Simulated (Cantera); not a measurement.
An adiabatic, constant-volume homogeneous reactor starts with 7.49 % CH3OH, 10.2 % O2, 82.3 % N2, equivalence ratio 1.1, at 1375 K and 3.65 atm.

Model: GRI-Mech 3.0 (53 species, 325 reactions), integrated in Cantera. GRI-Mech 3.0 was tuned for natural gas; its chemistry of methanol as a main component is partial and can be far from experiment.

x: mole fraction; the columns are a selection and need not sum to one.

| t (s) | T (K) | P (bar) | x CH3OH | x O2 | x C2H4 | x CH2 | x NO2 | x H | x CO |
|---|---|---|---|---|---|---|---|---|---|
| 9.00e-6 | 1375 | 3.70 | 0.0748 | 0.102 | 1.28e-10 | 6.67e-9 | <1e-12 | [?] | 1.34e-6 |
| 2.23e-5 | 1375 | 3.70 | 0.0748 | 0.102 | 6.39e-10 | 6.67e-9 | <1e-12 | [?] | 3.39e-6 |
| 5.54e-5 | 1375 | 3.70 | 0.0747 | 0.102 | 1.85e-9 | 6.67e-9 | <1e-12 | [?] | 9.18e-6 |
| 0.000137 | 1376 | 3.70 | 0.0740 | 0.101 | 3.82e-9 | 6.76e-9 | <1e-12 | [?] | 4.48e-5 |
| 0.000341 | 2559 | 7.31 | <1e-12 | 0.00633 | <1e-12 | <1e-12 | 5.02e-8 | [?] | 0.0253 |
| 0.000845 | 2631 | 7.48 | <1e-12 | 0.00348 | <1e-12 | <1e-12 | 3.31e-7 | 0.00150 | 0.0217 |
| 0.00210 | 2624 | 7.46 | <1e-12 | 0.00313 | <1e-12 | <1e-12 | 6.86e-7 | 0.00148 | 0.0221 |
| 0.00520 | 2620 | 7.45 | <1e-12 | 0.00297 | <1e-12 | <1e-12 | 8.41e-7 | 0.00147 | 0.0222 |
| 0.0129 | 2620 | 7.45 | <1e-12 | 0.00296 | <1e-12 | <1e-12 | 8.50e-7 | 0.00147 | 0.0222 |
| 0.0320 | 2620 | 7.45 | <1e-12 | 0.00296 | <1e-12 | <1e-12 | 8.50e-7 | 0.00147 | 0.0222 |
| 0.0793 | 2620 | 7.45 | <1e-12 | 0.00296 | <1e-12 | <1e-12 | 8.50e-7 | 0.00147 | 0.0222 |
| 0.197 | 2620 | 7.45 | <1e-12 | 0.00296 | <1e-12 | <1e-12 | 8.50e-7 | 0.00147 | 0.0222 |
| 0.488 | 2620 | 7.45 | <1e-12 | 0.00296 | <1e-12 | <1e-12 | 8.50e-7 | 0.00147 | 0.0222 |
| 1.21 | 2620 | 7.45 | <1e-12 | 0.00296 | <1e-12 | <1e-12 | 8.50e-7 | 0.00147 | 0.0222 |
| 3.00 | 2620 | 7.45 | <1e-12 | 0.00296 | <1e-12 | <1e-12 | 8.50e-7 | 0.00147 | 0.0222 |

**Question.** What belongs in the gaps?

**Answer.** 
- 9.00e-6, x H: 2.15e-8
- 2.23e-5, x H: 2.62e-8
- 5.54e-5, x H: 4.52e-8
- 0.000137, x H: 1.76e-7
- 0.000341, x H: 0.00280
